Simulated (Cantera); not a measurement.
Hydrocarbon pyrolysis for carbon deposition

An isothermal, constant-pressure homogeneous reactor starts with 2.78 % C2H6, 97.2 % N2, at 2000 K and 0.0133 bar.

Computed with Cantera and GRI-Mech 3.0 (53 species, 325 reactions). GRI-Mech 3.0 stops at C3 and has no aromatics, soot or wall deposition, so with more carbon than oxygen in the feed, carbon stays in small species such as C2H2 where larger ones or solid carbon would form. Radical loss at walls, strong at low pressure, is not modelled.

```tsv
t (s)	x C2H6	x CH4	x CH3	x H2	x C2H4	x C2H2
7.00e-5	0.0123	0.000556	0.0238	0.00141	0.00146	2.24e-5
0.000194	0.00147	0.00232	0.0246	0.0116	0.00790	0.00246
0.000538	1.23e-5	0.00384	0.00783	0.0325	0.00518	0.0150
0.00149	1.20e-6	0.00318	0.00242	0.0436	0.00105	0.0224
0.00413	2.70e-7	0.00223	0.00106	0.0475	0.000162	0.0245
0.0115	7.36e-8	0.00147	0.000531	0.0495	3.92e-5	0.0252
0.0318	2.01e-8	0.000830	0.000273	0.0507	1.06e-5	0.0257
0.0881	3.97e-9	0.000339	0.000123	0.0515	2.22e-6	0.0260
0.244	3.34e-10	8.08e-5	3.71e-5	0.0518	3.34e-7	0.0261
0.677	3.95e-12	6.79e-6	4.29e-6	0.0517	1.46e-7	0.0261
1.88	<1e-12	2.35e-7	2.22e-7	0.0513	1.28e-7	0.0261
5.20	<1e-12	7.38e-8	8.90e-8	0.0510	1.20e-7	0.0261
14.4	<1e-12	6.88e-8	8.51e-8	0.0510	1.19e-7	0.0261
40.0	<1e-12	6.99e-8	8.66e-8	0.0510	1.19e-7	0.0261
```
x: mole fraction; the columns are a selection and need not sum to one.

Equilibrium at this temperature and pressure: C2H6 <1e-12, CH4 1.56e-7, CH3 1.94e-7, H2 0.0510, C2H4 2.04e-8, C2H2 0.00448 (gas phase only).
